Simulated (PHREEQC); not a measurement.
Solution (45 °C): 0.025 mol HF per kg of water. Closed to the air; pH follows from the charge balance.

Computed with PHREEQC (ion-association model, phreeqc.dat).

No solid was allowed to form.

Question: What pH does the model give?

Answer: pH 2.48.

Question: In which forms is F present?

Answer: HF 85 %, F- 13 %, HF2- 2.3 % of the F.

Species that the database lacks are ignored. Constants without temperature data keep their 25 °C values here.
